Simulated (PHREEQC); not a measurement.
Alkaline etch or developer: speciation

Dissolve 0.017 mol NaOH and 0.0001 mol K2SiO3 per kg of water at 57 °C. Closed to the air; pH follows from the charge balance.

The numbers come from PHREEQC with the Pitzer model, pitzer.dat.

No solid was allowed to form.

### Question
What pH, specific conductance, osmotic coefficient does the model give?

### Answer
pH 11.26; specific conductance 7040 µS/cm; osmotic coefficient 0.958.

### Question
In which forms is Si present?

### Answer
H3SiO4- 89 %, H2SiO4-2 10.0 %, H4SiO4 1.1 % of the Si.

Constants without temperature data keep their 25 °C values here.
